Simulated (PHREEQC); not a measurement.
Silver or lead bath: an equilibrium model

Make-up at 80 °C: 0.005 mol/kgw PbCl2 and 0.0064 mol/kgw Na2SO4. Closed to the air; pH follows from the charge balance.

Equilibrium calculation in PHREEQC: ion-association model, phreeqc.dat.

No solid was allowed to form.

**Question.** Estimate the pH, ionic strength.

**Answer.** pH 5.45; ionic strength 0.0252 mol/kgw.

**Question.** In which forms is Pb present?

**Answer.** Pb+2 44 %, PbSO4 30 %, PbCl+ 25 %, Pb(SO4)2-2 0.7 % of the Pb.

The solution is supersaturated, for example in Anglesite, Pb(OH)2, so a real one may precipitate; this is no full list. At this temperature some constants are extrapolated from 25 °C, and those without enthalpy data are left unchanged.
